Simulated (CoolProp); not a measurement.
C2F6 (R116) along the isobar 2.14 MPa: Z from the reference equation and from simpler models built on Tc = 293.0 K, pc = 3.048 MPa, ω = 0.257; each cubic takes its own stable root.

The numbers come from the reference Helmholtz-energy equation of state, Lemmon 2006 in CoolProp. It is a short technical equation, of lower accuracy than the large ones.

| T (K) | phase | reference |
|---|---|---|
| 220.7 | liquid | 0.1075 |
| 234 | liquid | 0.1062 |
| 247.3 | liquid | 0.1063 |
| 260.6 | liquid | 0.1082 |
| 273.8 | liquid | 0.1139 |
| 287.1 | gas | 0.6597 |
| 300.4 | gas | 0.7347 |
| 313.6 | gas | 0.7843 |
| 326.9 | gas | 0.8212 |
| 340.2 | gas | 0.8499 |
| 353.4 | gas | 0.8727 |
| 366.7 | gas | 0.8915 |

Question: How far does each simpler model (Redlich-Kwong, Peng-Robinson) lie from the reference over these 12 states: mean and median of the absolute difference, and the worst?

Answer: 
- Redlich-Kwong: mean 6.8 %, median 2.0 %, worst +21.9 % at 273.8 K and 2.14 MPa
- Peng-Robinson: mean 3.3 %, median 2.7 %, worst -7.2 % at 220.7 K and 2.14 MPa
